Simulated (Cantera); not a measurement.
A closed system holds: 1 mol PbO, 0.028 mol O₂, a varied amount of H₂, held at 675 K and 10000 Pa.

Method: chemical equilibrium by Gibbs-energy minimisation in Cantera with the NASA 1993 tables (ideal gas, pure condensed phases). Candidate condensed phases: H₂O, Pb, PbO, PbO₂, Pb₃O₄; 12 gas species. Equilibrium is a limit: real reactors are often held back by kinetics, nucleation or transport.

Task: Which condensed phases are stable at each of these points (n(H₂) (mol)): 0.83, 2.2, 3.5, 4.9, 6.2, 7.6, 8.9, 10, 12, 13, 14, 16?

Result: 
```csv
n(H₂) (mol),condensed phases,Pb condensed (%)
0.83,Pb(l) + PbO(red),100.0
2.2,Pb(l),100.0
3.5,Pb(l),100.0
4.9,Pb(l),100.0
6.2,Pb(l),100.0
7.6,Pb(l),100.0
8.9,Pb(l),100.0
10,Pb(l),100.0
12,Pb(l),100.0
13,Pb(l),100.0
14,Pb(l),100.0
16,Pb(l),100.0
```

At 0.83 mol H₂ the condensed part is Pb(l) + PbO(red). From 2.2 mol H₂ to 16 mol H₂ the condensed part is Pb(l).
